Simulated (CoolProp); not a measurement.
A single-stage vapour-compression cycle with fluoroethane (R161): evaporating at 218.15 K (dew point), condensing at 285.15 K (bubble point), superheat 2 K, subcooling 0 K, compressor efficiency 0.8, no pressure losses. Each further row changes one setting.

Computed with CoolProp (reference Helmholtz-energy equation of state, Wu 2012).

| case | cooling COP | pressure ratio | discharge temperature (K) | refrigerating effect (kJ/kg) | volumetric capacity (kJ/m³) |
|---|---|---|---|---|---|
| as stated | 1.98 | 15.1 | 356.3 | 308 | 348 |
| evaporating temperature 223.15 K | ? | ? | 348.7 | ? | ? |
| condensing temperature 280.15 K | 2.20 | 13.0 | 348.2 | 319 | 360 |
| subcooling 5 K | ? | 15.1 | 356.3 | 319 | 360 |
| superheat 12 K | ? | 15.1 | ? | 319 | 343 |
| compressor efficiency 0.7 | 1.73 | 15.1 | ? | 308 | 348 |

Complete the blanks.


- evaporating temperature 223.15 K, cooling COP: 2.24
- evaporating temperature 223.15 K, pressure ratio: 11.6
- evaporating temperature 223.15 K, refrigerating effect (kJ/kg): 313
- evaporating temperature 223.15 K, volumetric capacity (kJ/m³): 452
- subcooling 5 K, cooling COP: 2.05
- superheat 12 K, cooling COP: 1.96
- superheat 12 K, discharge temperature (K): 367.8
- compressor efficiency 0.7, discharge temperature (K): 371.0
